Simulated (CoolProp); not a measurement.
Saturated liquid density (kg/m³) of n-perfluorohexane: the reference equation beside estimates from Tc = 174.9 °C, pc = 1742 kPa, ω = 0.497. Rackett uses Z = 0.29056 − 0.08775 ω.

The numbers come from the reference Helmholtz-energy equation of state, Gao 2022 in CoolProp.

```csv
T (°C),reference,Rackett,van der Waals,Redlich-Kwong,Soave-Redlich-Kwong
74.35,1521,1594,837.8,1193,1302
77.95,1509,1579,830.3,1179,1288
81.45,1496,1564,822.8,1166,1275
85.05,1483,1549,815.0,1152,1260
88.55,1470,1533,807.3,1138,1246
92.05,1457,1518,799.3,1124,1231
95.65,1443,1501,791.0,1109,1216
99.15,1429,1485,782.7,1094,1200
102.65,1415,1468,774.2,1078,1184
106.25,1400,1451,765.2,1062,1167
109.75,1385,1433,756.3,1046,1150
113.25,1369,1415,747.0,1029,1132
116.85,1353,1396,737.3,1012,1112
120.35,1336,1377,727.5,994.2,1093
```

Absolute difference from the reference over all 14 rows, mean and median: Rackett 4.0 and 4.0 %, van der Waals 45.2 and 45.2 %, Redlich-Kwong 23.4 and 23.3 %, Soave-Redlich-Kwong 16.0 and 15.9 %.
